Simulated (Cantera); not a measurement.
A closed system holds: 1 mol Si, 0.011 mol CO₂, 39 mol N₂, 0.15 mol O₂, at 1375 K and 9.30 mbar.

Equilibrium computed with Cantera from the NASA thermochemical tables; the gas is ideal and each condensed phase is pure. Candidate condensed phases: C, Si, SiC, SiO₂, Si₂N₂O, Si₃N₄; 34 gas species. N₂ is the only nitrogen source here; it is nearly inert below about 1500 K, so the nitride shown seldom forms there in practice. Mutual solubility and eutectic melting of coexisting phases are not modelled. Kinetics and transport are ignored.

Base state: N₂ 1.000, CO 0.000161 (mole fractions); condensed: SiC(s) + Si₂N₂O(s) + Si₃N₄(s).

Question: What changes in the equilibrium state with this change: Si replaced by SiC?

Answer: 
| species | before | after |
|---|---|---|
| N₂ | 1.000 | 1.000 |
| CO | 0.000161 | 0.000246 |
| SiC(s), mol | 0.00483 | 0.375 |
| Si₂N₂O(s), mol | 0.316 | 0.312 |
| Si₃N₄(s), mol | 0.121 | 0 |
| C(graphite), mol | 0 | 0.626 |
